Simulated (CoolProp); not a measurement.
Saturation properties of ammonia (Tc = 132.4 °C, pc = 113.6 bar, ω = 0.256).

Values from CoolProp's reference Helmholtz-energy equation of state, Gao 2020.

```tsv
T (°C)	p (bar)	liquid density (kg/m³)	vapour density (kg/m³)	enthalpy of vaporisation (kJ/kg)	liquid cp (kJ/(kg K))
9.35	6.011	625.7	4.762	1228	4.664
19.95	8.557	610.5	6.688	1187	4.739
30.55	11.86	594.5	9.192	1142	4.831
41.15	16.05	577.7	12.41	1094	4.947
51.75	21.27	560.0	16.52	1042	5.096
62.35	27.68	541.0	21.76	984.6	5.290
72.95	35.43	520.4	28.43	920.8	5.554
83.55	44.70	497.9	37.02	849.2	5.930
```

It boils at -33.3 °C under 1 atm.
